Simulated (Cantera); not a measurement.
# Equilibrium for titanium nitride, carbide and oxide coatings: Ti(OiPr)4 + H2 + O2

Feed: 1 mol Ti(OiPr)4, 1.1 mol H2, 0.081 mol O2, held at 1900 Pa.

These are equilibrium values from Cantera (NASA tables, ideal gas, pure condensed phases), not measurements of a reactor. Candidate condensed phases: C, C6H6, C7H8, C8H18, H2O, Ti, TiC, TiO, TiO2, Ti2O3, Ti3O5, Ti4O7; 113 gas species. The feed counts by its element totals alone. TiC: taken at fixed stoichiometry. The numbers say what is thermodynamically allowed, not how fast it happens.

From 1173 K to 1223 K the condensed part is C(graphite) + Ti3O5(s). From 1273 K to 1773 K the condensed part is C(graphite) + TiC(s).

| T (K) | log p H2 | log p CO | log p H | log p CH4 | n C(graphite) | n Ti3O5(s) | n TiC(s) |
|---|---|---|---|---|---|---|---|
| 1173 | -1.79 | -2.57 | -7.82 | -5.29 | 9.50 | 0.333 | 0 |
| 1223 | -1.79 | -2.57 | -7.42 | -5.45 | 9.50 | 0.333 | 0 |
| 1273 | -1.83 | -2.39 | -7.06 | -5.68 | 6.84 | 0 | 1.00 |
| 1323 | -1.83 | -2.39 | -6.71 | -5.82 | 6.84 | 0 | 1.00 |
| 1373 | -1.83 | -2.39 | -6.39 | -5.95 | 6.84 | 0 | 1.00 |
| 1423 | -1.83 | -2.39 | -6.09 | -6.07 | 6.84 | 0 | 1.00 |
| 1473 | -1.83 | -2.39 | -5.81 | -6.19 | 6.84 | 0 | 1.00 |
| 1523 | -1.83 | -2.39 | -5.55 | -6.29 | 6.84 | 0 | 1.00 |
| 1573 | -1.83 | -2.39 | -5.30 | -6.39 | 6.84 | 0 | 1.00 |
| 1623 | -1.83 | -2.39 | -5.07 | -6.48 | 6.84 | 0 | 1.00 |
| 1673 | -1.83 | -2.39 | -4.86 | -6.57 | 6.84 | 0 | 1.00 |
| 1723 | -1.83 | -2.39 | -4.65 | -6.65 | 6.84 | 0 | 1.00 |
| 1773 | -1.83 | -2.39 | -4.46 | -6.73 | 6.83 | 0 | 1.00 |
log p: log10 of the partial pressure in bar; n: condensed amount in mol.
